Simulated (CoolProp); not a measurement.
Saturation properties of dimethyl carbonate.

Model: reference Helmholtz-energy equation of state, Zhou 2011, in CoolProp.

```csv
T (K),p (MPa),liquid density (kg/m³),vapour density (kg/m³),enthalpy of vaporisation (kJ/kg)
298.5,0.007397,1063,0.2695,419.0
321.9,0.02206,1031,0.7495,403.5
345.4,0.05536,999.2,1.769,387.9
368.8,0.1205,966.0,3.661,371.8
392.3,0.2359,931.3,6.885,354.6
415.8,0.4231,894.8,12.01,336.1
439.2,0.7057,856.0,19.75,315.6
462.7,1.115,813.7,31.30,292.3
```

It boils at 363.3 K under 1 atm.
